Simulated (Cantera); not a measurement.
## Fe + CO + H₂ (metals in furnace atmospheres)

Charge: 1 mol Fe, 0.16 mol CO, 93 mol H₂, held at 74.3 Torr.

Equilibrium computed with Cantera from the NASA thermochemical tables; the gas is ideal and each condensed phase is pure. Candidate condensed phases: C, C₆H₆, C₇H₈, C₈H₁₈, Fe, Fe(CO)₅, FeO, Fe(OH)₂, Fe(OH)₃, Fe₂O₃, Fe₃O₄, H₂O; 114 gas species. The numbers say what is thermodynamically allowed, not how fast it happens.

From 550 °C to 850 °C the condensed part is Fe(α). From 950 °C to 1150 °C the condensed part is Fe(γ).

```json
[
 {"T (°C)": "550", "x H₂": "0.997", "x CO": "2.41e-5", "x CH₄": "0.00170", "x H₂O": "0.00170", "n Fe(α)": "1.00", "n Fe(γ)": "0"},
 {"T (°C)": "650", "x H₂": "0.997", "x CO": "0.000457", "x CH₄": "0.00126", "x H₂O": "0.00126", "n Fe(α)": "1.00", "n Fe(γ)": "0"},
 {"T (°C)": "750", "x H₂": "0.998", "x CO": "0.00122", "x CH₄": "0.000495", "x H₂O": "0.000494", "n Fe(α)": "1.00", "n Fe(γ)": "0"},
 {"T (°C)": "850", "x H₂": "0.998", "x CO": "0.00155", "x CH₄": "0.000171", "x H₂O": "0.000171", "n Fe(α)": "1.00", "n Fe(γ)": "0"},
 {"T (°C)": "950", "x H₂": "0.998", "x CO": "0.00165", "x CH₄": "6.57e-5", "x H₂O": "6.56e-5", "n Fe(α)": "0", "n Fe(γ)": "1.00"},
 {"T (°C)": "1050", "x H₂": "0.998", "x CO": "0.00169", "x CH₄": "2.87e-5", "x H₂O": "2.86e-5", "n Fe(α)": "0", "n Fe(γ)": "1.000"},
 {"T (°C)": "1150", "x H₂": "0.998", "x CO": "0.00170", "x CH₄": "1.40e-5", "x H₂O": "1.40e-5", "n Fe(α)": "0", "n Fe(γ)": "1.000"}
]
```
x: gas mole fraction; n: condensed amount in mol.
